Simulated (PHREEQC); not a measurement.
A solution holds 0.0083 mol MgCl2, 0.00019 mol NaF and 0.0002 mol NaCl per kg of water, at 20 °C. Closed to the air; pH follows from the charge balance.

All values are PHREEQC results (ion-association model, phreeqc.dat), not measurements.

### Question
The ionic strength comes out as 0.0252 mol/kgw. What activity coefficients do Mg+2, F-, Cl-, Na+, MgF+ get?

### Answer
Mg+2 0.57, F- 0.86, Cl- 0.86, Na+ 0.86, MgF+ 0.86.

No solid was allowed to form.
